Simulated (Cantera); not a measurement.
Input (Python, Cantera) and output of one run.

```python
import numpy as np
import cantera as ct

gas_names = """
    AL ALBr ALBr3 ALH ALO ALOH ALO2 ALO2H AL2 AL2Br6 AL2O AL2O2 Br Br2 H HALO HBr HO2 H2 H2O H2O2 O OH
    O2 O3
""".split()
cond_names = """
    AL(cr) AL(L) ALBr3(s) ALBr3(L) AL2O3(a) AL2O3(L) Br2(cr) Br2(L) H2O(s) H2O(L)
""".split()


# ... load() reads the species with a 1 bar reference pressure and builds the phases ...
atoms = {
    'AlBr3': {'AL': 1, 'Br': 3},
    'O2': {'O': 2},
    'H2': {'H': 2},
}
top_T = {}  # K; cautious upper limits of use, not melting points


# ... equilibrate(T, P, feed) seeds the gas with the atoms and calls Mixture.equilibrate('TP', solver="vcs", rtol=1e-11, max_steps=5000) ...
results = []
feed = {'AlBr3': 1, 'O2': 3.7, 'H2': 4.5}  # mol
T = 2148  # K
for P in [10, 28, 77, 220, 600, 1700, 4600, 13000, 36000, 100000]:
    mix = equilibrate(T, P, feed)
    results.append((T, P, feed, dict(zip(mix.species_names, mix.species_moles))))

top = {s: max(r[3][s] / sum(r[3][g] for g in gas_names) for r in results) for s in gas_names}
cols = sorted((s for s in top if top[s] > 1e-06), key=lambda s: -top[s])[:6]
seen = [c for c in cond_names if any(r[3].get(c, 0) > 1e-12 for r in results)]
print("log10 of partial pressures in bar; condensed amounts in mol")
print(f"{'P/Pa':>10s}" + "".join(f"{s[:9]:>10s}" for s in cols + seen))
for T, P, feed, n in results:
    ng = sum(n[g] for g in gas_names)
    print(f"{P:10.4g}" + "".join(f"{np.log10(max(n[s] / ng * P / 1e5, 1e-99)):10.3f}" for s in cols)
          + "".join(f"{n.get(c, 0):10.4g}" for c in seen))
```

It prints:

```
log10 of partial pressures in bar; condensed amounts in mol
      P/Pa       H2O        Br       HBr        O2         H        H2  AL2O3(a)
        10    -4.537    -4.531    -5.967    -5.014    -4.939    -5.118    0.4993
        28    -3.983    -4.058    -5.327    -4.573    -4.772    -4.784    0.4996
        77    -3.482    -3.608    -4.734    -4.141    -4.629    -4.499    0.4998
       220    -2.990    -3.150    -4.143    -3.687    -4.497    -4.233    0.4999
       600    -2.534    -2.719    -3.595    -3.246    -4.379    -3.999    0.4999
      1700    -2.071    -2.277    -3.037    -2.782    -4.264    -3.768       0.5
      4600    -1.634    -1.859    -2.513    -2.335    -4.157    -3.554       0.5
   1.3e+04    -1.182    -1.427    -1.973    -1.865    -4.049    -3.337       0.5
   3.6e+04    -0.741    -1.011    -1.451    -1.402    -3.943    -3.127       0.5
     1e+05    -0.298    -0.601    -0.936    -0.938    -3.839    -2.917       0.5
```

Cantera equilibrium calculation (NASA polynomials, part measured and part estimated; ideal gas, pure solids and liquids). Gases not in the tables: Al(OH)3.
